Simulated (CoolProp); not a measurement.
Vapour-liquid equilibrium of ethanol (1) + p-xylene (2) at 1.76 bar; x and y are mole fractions of (1).

Model: multi-fluid Helmholtz-energy mixture model, Schroeder 2014 and Zhou 2012; pair parameters Bell 2016, in CoolProp.

```
x     bubble temperature, mixture model (K)  bubble temperature, Raoult's law (K)  y, mixture model  y, Raoult's law
----  -------------------------------------  ------------------------------------  ----------------  ---------------
0.05                                  401.5                                 422.4             0.566            0.274
0.2                                   378.3                                 402.5             0.800            0.640
0.35                                  374.2                                 390.8             0.833            0.792
0.5                                   372.6                                 382.7             0.849            0.875
0.65                             (withheld)                                 376.5             0.870            0.929
0.8                              (withheld)                                 371.6        (withheld)            0.965
0.95                                  366.9                                 367.5        (withheld)            0.992
```

### Question
Some entries are withheld; supply them.

### Answer

- 0.65, bubble temperature, mixture model (K): 371.0
- 0.8, bubble temperature, mixture model (K): 369.1
- 0.8, y, mixture model: 0.910
- 0.95, y, mixture model: 0.974

The largest gap from Raoult's law is -24.2 K in bubble temperature, at x = 0.2. No azeotrope shows between x = 0.05 and 0.95.

Pair parameters are fitted to limited data, so mixtures are less certain than the pure fluids. With so large a gap from Raoult's law the liquid may split in two, which this calculation doesn't test in full.
